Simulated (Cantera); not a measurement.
An adiabatic, constant-volume homogeneous reactor starts with H₂ : O₂ : N₂ : H₂O = 1 : 0.278 : 1.04 : 0.068 (molar parts), equivalence ratio 1.8, at 1600 K and 405 Torr. Integrator tolerance rtol = 1e-08.

Detailed kinetics in Cantera: the H2/O2 subset of GRI-Mech 3.0, which has no nitrogen chemistry.

### Question
What does this change do: constant pressure in place of constant volume?

### Answer
```csv
quantity,before,after
time of steepest temperature rise,19.1 µs,19.3 µs
temperature at 3.00 s,2906 K,2778 K
equilibrium temperature,2906 K,2778 K
x(H₂) at 3.00 s,0.193 (gas-phase equilibrium 0.193),0.194 (gas-phase equilibrium 0.194)
x(O₂) at 3.00 s,0.00201 (gas-phase equilibrium 0.00201),0.00138 (gas-phase equilibrium 0.00138)
x(H₂O) at 3.00 s,0.253 (gas-phase equilibrium 0.253),0.263 (gas-phase equilibrium 0.263)
x(H) at 3.00 s,0.0544 (gas-phase equilibrium 0.0544),0.0457 (gas-phase equilibrium 0.0457)
x(H₂O₂) at 3.00 s,1.62e-7 (gas-phase equilibrium 1.62e-7),8.68e-8 (gas-phase equilibrium 8.68e-8)
x(OH) at 3.00 s,0.0220 (gas-phase equilibrium 0.0220),0.0171 (gas-phase equilibrium 0.0171)
```

### Question
What does this change do: initial temperature 1600 to 1375 K?

### Answer
```json
[
 {"quantity": "time of steepest temperature rise", "before": "19.1 µs", "after": "40.9 µs"},
 {"quantity": "temperature at 3.00 s", "before": "2906 K", "after": "2857 K"},
 {"quantity": "equilibrium temperature", "before": "2906 K", "after": "2857 K"},
 {"quantity": "x(H₂) at 3.00 s", "before": "0.193 (gas-phase equilibrium 0.193)", "after": "0.195 (gas-phase equilibrium 0.195)"},
 {"quantity": "x(O₂) at 3.00 s", "before": "0.00201 (gas-phase equilibrium 0.00201)", "after": "0.00131 (gas-phase equilibrium 0.00131)"},
 {"quantity": "x(H₂O) at 3.00 s", "before": "0.253 (gas-phase equilibrium 0.253)", "after": "0.263 (gas-phase equilibrium 0.263)"},
 {"quantity": "x(H) at 3.00 s", "before": "0.0544 (gas-phase equilibrium 0.0544)", "after": "0.0438 (gas-phase equilibrium 0.0438)"},
 {"quantity": "x(H₂O₂) at 3.00 s", "before": "1.62e-7 (gas-phase equilibrium 1.62e-7)", "after": "1.34e-7 (gas-phase equilibrium 1.34e-7)"},
 {"quantity": "x(OH) at 3.00 s", "before": "0.0220 (gas-phase equilibrium 0.0220)", "after": "0.0174 (gas-phase equilibrium 0.0174)"}
]
```
